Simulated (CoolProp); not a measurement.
Saturated liquid density (kg/m³) of cyclopentane: the reference equation beside estimates from Tc = 511.7 K, pc = 4583 kPa, ω = 0.202.

Computed with CoolProp (reference Helmholtz-energy equation of state, Gedanitz 2015).

```
T (K)  reference  van der Waals  Redlich-Kwong  Soave-Redlich-Kwong
-----  ---------  -------------  -------------  -------------------
234.9      800.0          506.3          753.3                761.4
258.1      778.7          494.0          733.3                743.7
281.4      756.7          481.0          711.6                724.3
304.6      734.0          467.1          688.0                702.9
327.9      710.1          452.3          662.3                679.2
351.2      684.8          436.3          634.1                652.7
374.4      658.0          418.9          603.3                623.2
397.7      628.8          399.7          568.9                589.7
420.9      596.9          378.4          530.5                551.4
444.2      560.7          353.8          486.2                506.2
```

Absolute difference from the reference over all 10 rows, mean and median: van der Waals 36.5 and 36.4 %, Redlich-Kwong 8.0 and 7.1 %, Soave-Redlich-Kwong 5.6 and 4.8 %.
